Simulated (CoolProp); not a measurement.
Fluoroethane (R161) along the isobar 0.101 MPa: Z from the reference equation and from simpler models built on Tc = 375.2 K, pc = 5.010 MPa, ω = 0.216; each cubic takes its own stable root.

Model: reference Helmholtz-energy equation of state, Wu 2012, in CoolProp.

```json
[
 {"T (K)": "162.4", "phase": "liquid", "reference": "0.003930"},
 {"T (K)": "177.1", "phase": "liquid", "reference": "0.003680"},
 {"T (K)": "191.8", "phase": "liquid", "reference": "0.003471"},
 {"T (K)": "206.5", "phase": "liquid", "reference": "0.003297"},
 {"T (K)": "221.2", "phase": "liquid", "reference": "0.003150"},
 {"T (K)": "250.6", "phase": "gas", "reference": "0.9723"},
 {"T (K)": "265.2", "phase": "gas", "reference": "0.9770"},
 {"T (K)": "279.9", "phase": "gas", "reference": "0.9808"},
 {"T (K)": "294.6", "phase": "gas", "reference": "0.9839"},
 {"T (K)": "309.3", "phase": "gas", "reference": "0.9863"},
 {"T (K)": "324", "phase": "gas", "reference": "0.9883"},
 {"T (K)": "338.7", "phase": "gas", "reference": "0.9899"}
]
```

Task: How far does each simpler model (Redlich-Kwong, Soave-Redlich-Kwong, Peng-Robinson) lie from the reference over these 12 states: mean and median of the absolute difference, and the worst?

Result: 
- Redlich-Kwong: mean 7.6 %, median 0.6 %, worst +18.7 % at 221.2 K and 0.101 MPa
- Soave-Redlich-Kwong: mean 6.7 %, median 0.4 %, worst +16.0 % at 162.4 K and 0.101 MPa
- Peng-Robinson: mean 1.3 %, median 0.3 %, worst +3.3 % at 162.4 K and 0.101 MPa
